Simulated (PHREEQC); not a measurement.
## Acid mine or pickling water

Synthetic water in mmol/kgw, 25 °C, pH 3.32, pe 8.2: Na 99.3; K 11.5; Ca 0.066; Mg 5.47; Cl 6.78; S(6) 55.2; Cu(2) 0.204; Ni 0.193; Mn(2) 0.201; Br 0.353.

Valence states are taken as typed.

Model: ion-association model, wateq4f.dat, run in PHREEQC.

Each row changes one thing in this solution. No solid was allowed to form.

```
case                                             ionic strength (mol/kgw)  Na+ (mol/kgw)  SO4-2 (mol/kgw)  K+ (mol/kgw)  NaSO4- (mol/kgw)  MgSO4 (mol/kgw)  SI of Gypsum (CaSO4:2H2O)  SI of Epsomite (MgSO4:7H2O)
-----------------------------------------------  ------------------------  -------------  ---------------  ------------  ----------------  ---------------  -------------------------  ---------------------------
as made                                                             0.153         0.0928           0.0436        0.0105           0.00650          0.00294                      -2.20                        -2.75
Cl from 6.78 to 3.39 mmol/kgw                                       0.151         0.0928           0.0435        0.0105           0.00652       (withheld)                      -2.20                        -2.75
all concentrations times 4 at the same typed pH                     0.545          0.346            0.145        0.0387        (withheld)           0.0139                      -1.50                        -2.07
S(6) from 55.2 to 27.6 mmol/kgw                                (withheld)         0.0957           0.0206        0.0109           0.00356          0.00222                      -2.34                        -2.88
```

Task: What belongs in the gaps?

Result: 
- Cl from 6.78 to 3.39 mmol/kgw, MgSO4 (mol/kgw): 0.00295
- all concentrations times 4 at the same typed pH, NaSO4- (mol/kgw): 0.0513
- S(6) from 55.2 to 27.6 mmol/kgw, ionic strength (mol/kgw): 0.108

Complexes and solids missing from the database can't appear.
